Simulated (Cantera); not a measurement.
Cantera run, input and output.

```python
import numpy as np
import cantera as ct

surf = ct.Interface("ptcombust.yaml", "Pt_surf")
gas = surf.adjacent["gas"]
gas.TPX = 1175, 250000, {'CH4': 0.0072, 'O2': 0.13, 'N2': 0.79}
surf.TP = 1175, 250000
reactor = ct.FlowReactor(gas, clone=False)
reactor.area = 0.0001  # m2
reactor.surface_area_to_volume_ratio = 1200  # 1/m
reactor.mass_flow_rate = 0.12 * reactor.area * gas.density  # inlet velocity 0.12 m/s
reactor.energy_enabled = False
wall = ct.ReactorSurface(surf, reactor, clone=False)
net = ct.ReactorNet([reactor])
net.rtol, net.atol = 1e-8, 1e-16
show, cover = ['CH4', 'O2', 'H2O', 'CO2', 'CO'], ['PT(S)', 'H(S)', 'O(S)', 'OH(S)', 'CO(S)', 'C(S)']

rows = []
print(f"{'z/m':>9s}{'u/(m/s)':>9s}" + "".join(f"{s:>13s}" for s in show + cover))
for z in [0.00015, 0.00028, 0.00055, 0.0011, 0.002, 0.0039, 0.0076, 0.015]:
    net.advance(z)
    rows.append([reactor.speed, *gas[show].X, *surf[cover].coverages])
    print(f"{z:9.4g}{rows[-1][0]:9.3g}" + "".join(f"{x:13.4e}" for x in rows[-1][1:]))
```

Result:

```
      z/m  u/(m/s)          CH4           O2          H2O          CO2           CO        PT(S)         H(S)         O(S)        OH(S)        CO(S)         C(S)
  0.00015     0.12   5.6170e-03   1.3597e-01   4.2414e-03   2.1016e-03   5.5102e-06   3.1043e-01   1.2779e-06   6.8827e-01   1.2833e-03   7.6301e-06   1.0127e-07
  0.00028     0.12   4.2077e-03   1.3323e-01   6.9910e-03   3.4587e-03   4.2594e-06   3.1123e-01   1.6353e-06   6.8713e-01   1.6364e-03   5.7850e-06   7.6437e-08
  0.00055     0.12   2.2573e-03   1.2946e-01   1.0772e-02   5.3114e-03   2.7753e-06   3.1240e-01   2.0345e-06   6.8556e-01   2.0247e-03   3.2416e-06   4.1456e-08
   0.0011     0.12   5.9616e-04   1.2616e-01   1.4082e-02   6.9517e-03   1.3663e-06   3.1350e-01   2.3359e-06   6.8418e-01   2.3126e-03   1.0021e-06   1.1060e-08
    0.002     0.12   6.4799e-05   1.2499e-01   1.5253e-02   7.5683e-03   3.0408e-07   3.1390e-01   2.4356e-06   6.8368e-01   2.4066e-03   1.4323e-07   1.2066e-09
   0.0039     0.12   5.8951e-07   1.2479e-01   1.5454e-02   7.6899e-03   5.0557e-08   3.1398e-01   2.4525e-06   6.8359e-01   2.4225e-03   1.1735e-08   1.0985e-11
   0.0076     0.12   6.5426e-10   1.2472e-01   1.5499e-02   7.7304e-03   1.9280e-08   3.1401e-01   2.4565e-06   6.8355e-01   2.4260e-03   4.2098e-09   1.2197e-14
    0.015     0.12   1.0788e-10   1.2469e-01   1.5522e-02   7.7527e-03   3.2468e-09   3.1403e-01   2.4585e-06   6.8354e-01   2.4279e-03   7.0904e-10   2.0115e-15
```

Cantera simulation using Deutschmann's 1995 Pt surface mechanism with GRI-Mech 3.0 gas chemistry; the numbers are that mechanism's predictions, not measurements. Catalytic surfaces can have several steady states; this one follows from the mechanism file's or the stated starting coverage. Mass transfer to the wall is taken as infinitely fast.
